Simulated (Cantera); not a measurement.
A Cantera script and what it prints.

```python
import numpy as np
import cantera as ct

gas_names = [...]  # 118 gases of nasa_gas.yaml made of C, Cl, F, H
cond_names = """
    C(gr) C6H6(L) C7H8(L) C8H18(L),n-octa
""".split()


# ... load() reads the species with a 1 bar reference pressure and builds the phases ...
atoms = {
    'CHF3': {'C': 1, 'H': 1, 'F': 3},
    'HCl': {'H': 1, 'CL': 1},
    'H2': {'H': 2},
}
top_T = {'C(gr)': 4500}  # K; cautious upper limits of use, not melting points


# ... equilibrate(T, P, feed) seeds the gas with the atoms and calls Mixture.equilibrate('TP', solver="vcs", rtol=1e-11, max_steps=5000) ...
results = []
feed = {'CHF3': 1, 'HCl': 0.15, 'H2': 9.5}  # mol
T = 2750  # K
P = 13332.2  # Pa
mix = equilibrate(T, P, feed)
results.append((T, P, feed, dict(zip(mix.species_names, mix.species_moles))))
x = sorted(zip(gas.X, gas.species_names), reverse=True)
print(f"T = {T:g} K  P = {P:g} Pa  gas = {mix.phase_moles(0):.4g} mol")
print("   x: " + "  ".join(f"{s} {v:.3e}" for v, s in x if v > 1e-06))
print("   condensed (mol): " + ("  ".join(f"{mix.phase(i).name} {mix.phase_moles(i):.4g}"
      for i in range(1, mix.n_phases) if mix.phase_moles(i) > 1e-12) or "none"))
```

Result:

```
T = 2750 K  P = 13332.2 Pa  gas = 12.57 mol
   x: H2 5.883e-01  HF 2.384e-01  H 1.437e-01  C2H2,acetylene 1.655e-02  HCL 1.020e-02  CL 1.726e-03  C2H 4.688e-04  F 2.200e-04  C4H2 1.937e-04  C3 1.265e-04  C 2.832e-05  C2H2,vinylidene 2.774e-05  CH3 1.992e-05  CF 1.439e-05  C2 1.224e-05  CH2 1.076e-05  CH 5.585e-06  CH4 4.819e-06  C2HCL 4.753e-06  C6H2 2.393e-06  C2HF 2.383e-06  C3H3,propargyl 1.426e-06  C2H3,vinyl 1.119e-06  C5 1.014e-06
   condensed (mol): C(gr) 0.555
```

These are equilibrium values from Cantera (NASA tables, ideal gas, pure condensed phases), not measurements of a reactor.
